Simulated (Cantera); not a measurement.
Input: 1 mol CHF₃, 0.093 mol F₂, at 3425 K and 3.80 mbar.

Equilibrium computed with Cantera from the NASA thermochemical tables; the gas is ideal and each condensed phase is pure. Candidate condensed phases: C, C₆H₆, C₇H₈, C₈H₁₈; 95 gas species. The numbers say what is thermodynamically allowed, not how fast it happens.

Task: What is the equilibrium state?

Result: 
```json
{
  "x(F)": "0.609",
  "x(H)": "0.130",
  "x(HF)": "0.101",
  "x(C)": "0.0858",
  "x(CF)": "0.0283",
  "x(C₃)": "0.0279",
  "x(C₂)": "0.0165",
  "x(H₂)": "0.000262",
  "x(CF₂)": "0.000253",
  "gas_amount": "4.311 mol",
  "log10 activity of C(graphite) (absent)": "-0.73"
}
```
